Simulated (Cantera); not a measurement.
A freely propagating, adiabatic, planar premixed flame of 23.2 % H₂, 16.1 % O₂, 60.6 % N₂, equivalence ratio 0.72, unburnt at 425 K and 293 Torr; multicomponent+Soret transport, grid criteria slope 0.08 and curve 0.16, no radiation.

Detailed kinetics in Cantera: the H2/O2 subset of GRI-Mech 3.0, which has no nitrogen chemistry. Burning velocities carry a grid error of a few per cent, more on coarse grids.

x: mole fraction of selected species; z is measured from the peak of heat release.

```tsv
z (mm)	T (K)	u (m/s)	x H₂	x O₂	x H₂O	x O	x HO₂	x H₂O₂
-3.84	425	2.49	0.232	0.161	<1e-8	<1e-8	<1e-8	<1e-8
-2.56	425	2.49	0.232	0.161	<1e-8	<1e-8	<1e-8	<1e-8
-1.92	425	2.49	0.232	0.161	<1e-8	<1e-8	<1e-8	<1e-8
-1.28	425	2.49	0.231	0.161	6.60e-7	<1e-8	1.49e-7	<1e-8
-0.640	441	2.53	0.214	0.165	0.000764	2.60e-6	0.000128	9.09e-6
-0.320	[?]	3.73	0.172	0.161	0.0217	0.000168	0.000138	2.93e-5
0	[?]	5.88	0.0965	0.126	0.0969	0.00400	5.35e-5	3.57e-6
0.320	[?]	7.40	0.0359	0.0791	0.177	0.0108	2.72e-5	2.71e-6
0.640	[?]	8.16	0.0217	0.0642	0.202	0.0125	1.87e-5	1.66e-6
1.28	1668	8.90	0.0183	0.0590	0.213	0.0111	1.35e-5	8.27e-7
2.56	1812	9.59	0.0150	0.0559	0.224	0.00839	9.41e-6	4.16e-7
5.12	1935	10.2	0.0106	0.0536	0.235	0.00551	6.07e-6	2.37e-7
10.2	2026	10.6	0.00629	0.0523	0.244	0.00310	3.68e-6	1.51e-7
```

Q: Some entries are withheld; supply them.

A: 
- -0.320, T (K): 672
- 0, T (K): 1083
- 0.320, T (K): 1372
- 0.640, T (K): 1518
